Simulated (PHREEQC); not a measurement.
Make-up at 20 °C: 130 mmol/kgw CaBr2. Closed to the air; pH follows from the charge balance.

The numbers come from PHREEQC with the ion-association model, phreeqc.dat.

This is a speciation only: nothing precipitates in the calculation.

**Question.** What activity of water does the model give?

**Answer.** activity of water 0.993.

Species that the database lacks are ignored.
